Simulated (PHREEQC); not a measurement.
Make-up at 30 °C: 0.24 mol/kgw HF and 0.0015 mol/kgw CsF. Closed to the air; pH follows from the charge balance.

Model: ion-association model, wateq4f.dat, run in PHREEQC.

Each row changes one thing in this solution. No solid was allowed to form.

```json
[
 {"case": "as made", "pH": "1.96", "ionic strength (mol/kgw)": "0.0136", "HF (mol/kgw)": "0.139", "F- (mol/kgw)": "0.00876", "HF2- (mol/kgw)": "0.00486"},
 {"case": "CsF from 0.0015 to 0.00165 mol/kgw", "pH": "1.96", "ionic strength (mol/kgw)": "0.0137", "HF (mol/kgw)": "0.139", "F- (mol/kgw)": "0.00882", "HF2- (mol/kgw)": "…"},
 {"case": "HF from 0.24 to 0.264 mol/kgw", "pH": "1.94", "ionic strength (mol/kgw)": "0.0143", "HF (mol/kgw)": "0.149", "F- (mol/kgw)": "0.00896", "HF2- (mol/kgw)": "…"},
 {"case": "HF left out", "pH": "7.18", "ionic strength (mol/kgw)": "0.00150", "HF (mol/kgw)": "1.57e-7", "F- (mol/kgw)": "0.00150", "HF2- (mol/kgw)": "9.36e-10"}
]
```

**Question.** Some entries are withheld; supply them.

**Answer.** 
- CsF from 0.0015 to 0.00165 mol/kgw, HF2- (mol/kgw): 0.00489
- HF from 0.24 to 0.264 mol/kgw, HF2- (mol/kgw): 0.00532

wateq4f.dat counts part of the HF as a dimer, H2F2, which phreeqc.dat doesn't know; its constant is uncertain.
